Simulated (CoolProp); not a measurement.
Model: reference Helmholtz-energy equation of state, Colonna 2008, in CoolProp. It is a short technical equation, of lower accuracy than the large ones.

Problem. For dodecamethylcyclohexasiloxane (D6), give the phase and the density (kg/m³), cv (kJ/(kg K)), isothermal compressibility (1/MPa), expansivity (1/kK) at 346.85 °C and 1.28 MPa; 346.85 °C and 3.53 MPa; 346.85 °C and 4.81 MPa.

Solution. 
- 346.85 °C and 1.28 MPa: liquid; density 535, cv 1.98, isothermal compressibility 0.0868, expansivity 4.94
- 346.85 °C and 3.53 MPa: liquid; density 600, cv 1.98, isothermal compressibility 0.0326, expansivity 2.56
- 346.85 °C and 4.81 MPa: liquid; density 622, cv 1.98, isothermal compressibility 0.0245, expansivity 2.14
